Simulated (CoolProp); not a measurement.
Vapour-liquid equilibrium of hydrogen sulfide (1) + n-heptane (2) at 0.175 MPa; x and y are mole fractions of (1).

Model: multi-fluid Helmholtz-energy mixture model, Lemmon 2006 and Span 2003; pair parameters Kunz 2012, in CoolProp.

Question: Give the bubble temperature and the first vapour's composition at x = 0.425, 0.65, 0.95. Is there an azeotrope?

Answer: x = 0.425: 232.9 K, y = 1.000; x = 0.65: 229.4 K, y = 1.000; x = 0.95: 225.3 K, y = 1.000. No azeotrope shows between x = 0.05 and 0.95.

The pair parameters rest on a limited set of measurements; away from them the model extrapolates. With so large a gap from Raoult's law the liquid may split in two, which this calculation doesn't test in full.
